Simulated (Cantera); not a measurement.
Feed: 1 mol CH3SiH3, 0.44 mol C2H2, 180 mol H2, equilibrated at 0.0680 bar.

Method: chemical equilibrium by Gibbs-energy minimisation in Cantera with the NASA 1993 tables (ideal gas, pure condensed phases). Candidate condensed phases: C, C6H6, C7H8, C8H18, Si, SiC; 87 gas species. The feed counts by its element totals alone. Kinetics and transport are ignored.

Problem. At 2023 K, list the 4 most abundant gas species with their mole fractions, and the condensed phases.

Solution. H2 0.992, H 0.00725, C2H2 (acetylene) 0.000886, Si 4.99e-5. Condensed: C(graphite) + SiC(s).
